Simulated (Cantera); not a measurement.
Input: 1 mol trisilylamine, a varied amount of N2, held at 1575 K and 24.0 mbar.

These are equilibrium values from Cantera (NASA tables, ideal gas, pure condensed phases), not measurements of a reactor. Candidate condensed phases: Si, Si3N4; 18 gas species. The feed counts by its element totals alone. Mutual solubility and eutectic melting of coexisting phases are not modelled. The numbers say what is thermodynamically allowed, not how fast it happens.

x: gas mole fraction; n: condensed amount in mol.

```json
[
 {"n(N2) (mol)": "1.2", "x H2": "0.992", "x N2": "0.00804", "x H": "0.000267", "x SiH2": "3.73e-6", "x Si": "2.39e-6", "x SiH": "8.82e-7", "x NH3": "1.06e-7", "n Si(s)": "0.505", "n Si3N4(s)": "0.832"},
 {"n(N2) (mol)": "1.8", "x H2": "0.937", "x N2": "?", "x H": "0.000260", "x SiH2": "?", "x Si": "?", "x SiH": "?", "x NH3": "?", "n Si(s)": "0", "n Si3N4(s)": "1.000"},
 {"n(N2) (mol)": "2.9", "x H2": "0.763", "x N2": "0.237", "x H": "0.000234", "x SiH2": "3.00e-7", "x Si": "2.51e-7", "x SiH": "8.10e-8", "x NH3": "3.89e-7", "n Si(s)": "0", "n Si3N4(s)": "1.000"},
 {"n(N2) (mol)": "4.5", "x H2": "0.600", "x N2": "0.400", "x H": "0.000208", "x SiH2": "1.67e-7", "x Si": "1.77e-7", "x SiH": "5.07e-8", "x NH3": "3.52e-7", "n Si(s)": "0", "n Si3N4(s)": "1.000"},
 {"n(N2) (mol)": "6.9", "x H2": "0.454", "x N2": "0.545", "x H": "0.000181", "x SiH2": "1.03e-7", "x Si": "1.44e-7", "x SiH": "3.59e-8", "x NH3": "2.71e-7", "n Si(s)": "0", "n Si3N4(s)": "1.000"},
 {"n(N2) (mol)": "11", "x H2": "?", "x N2": "?", "x H": "?", "x SiH2": "?", "x Si": "?", "x SiH": "?", "x NH3": "?", "n Si(s)": "0", "n Si3N4(s)": "1.000"},
 {"n(N2) (mol)": "17", "x H2": "0.225", "x N2": "0.775", "x H": "0.000127", "x SiH2": "4.02e-8", "x Si": "1.14e-7", "x SiH": "2.00e-8", "x NH3": "1.13e-7", "n Si(s)": "0", "n Si3N4(s)": "1.000"}
]
```

**Question.** What belongs in the gaps?

**Answer.** 
- 1.8, x N2: 0.0625
- 1.8, x SiH2: 8.97e-7
- 1.8, x Si: 6.10e-7
- 1.8, x SiH: 2.18e-7
- 1.8, x NH3: 2.72e-7
- 11, x H2: 0.321
- 11, x N2: 0.679
- 11, x H: 0.000152
- 11, x SiH2: 6.27e-8
- 11, x Si: 1.24e-7
- 11, x SiH: 2.61e-8
- 11, x NH3: 1.80e-7
